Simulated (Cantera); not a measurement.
A perfectly stirred reactor is fed with 22.1 % CO, 17.9 % H₂, 16.7 % O₂, 43.3 % N₂, equivalence ratio 1.2, at 0.750 bar; it is adiabatic with a 523 K inlet, and is followed from long to short residence time, starting on the burning branch (τ in s: 0.036, 0.022, 0.014, 0.0083, 0.0051, 0.0031, 0.0019, 0.0012, 0.00071, 0.00043, 0.00027, 0.00016, 9.9e-05).

Computed with Cantera and GRI-Mech 3.0 (53 species, 325 reactions).

x: mole fraction; the columns are a selection and need not sum to one.

```tsv
τ (s)	T (K)	x CO	x H₂	x O₂	x N₂O	x NO	x OH
0.036	2610	0.103	0.0184	0.0152	2.08e-7	0.00524	0.0157
0.022	2602	0.103	0.0185	0.0157	1.98e-7	0.00486	0.0159
0.014	2591	0.104	0.0188	0.0163	1.85e-7	0.00437	0.0162
0.0083	2569	0.105	0.0193	0.0175	___	0.00360	0.0168
0.0051	2537	0.107	0.0200	0.0192	___	0.00273	0.0174
0.0031	2487	0.110	0.0210	0.0214	___	0.00179	0.0182
0.0019	2418	0.114	0.0225	0.0242	___	0.00103	0.0190
0.0012	2337	0.117	0.0242	0.0271	___	0.000553	0.0195
0.00071	2232	0.120	0.0262	0.0304	___	0.000269	0.0197
0.00043	2124	0.123	0.0280	0.0334	5.81e-8	0.000151	0.0192
0.00027	2019	0.124	0.0295	0.0362	5.40e-8	0.000102	0.0182
0.00016	1896	0.126	0.0308	0.0394	5.03e-8	7.34e-5	0.0166
9.9e-5	1781	0.128	0.0316	0.0430	4.74e-8	5.38e-5	0.0147
```

Fill in the missing entries.


- 0.0083, x N₂O: 1.64e-7
- 0.0051, x N₂O: 1.40e-7
- 0.0031, x N₂O: 1.15e-7
- 0.0019, x N₂O: 9.18e-8
- 0.0012, x N₂O: 7.60e-8
- 0.00071, x N₂O: 6.46e-8
